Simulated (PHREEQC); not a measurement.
## Silver or lead bath

Dissolve 9.9e-05 mol PbCl2 and 0.26 mol HNO3 per kg of water at 40 °C. Closed to the air; pH follows from the charge balance.

The numbers come from PHREEQC with the ion-association model, phreeqc.dat.

This is a speciation only: nothing precipitates in the calculation.

**Question.** Predict the pH.

**Answer.** pH 0.69.

**Question.** In which forms is Pb present?

**Answer.** Pb+2 50 %, PbNO3+ 50 % of the Pb.

Away from 25 °C the constants follow the database's enthalpies or fits; those with neither stay at their 25 °C values.
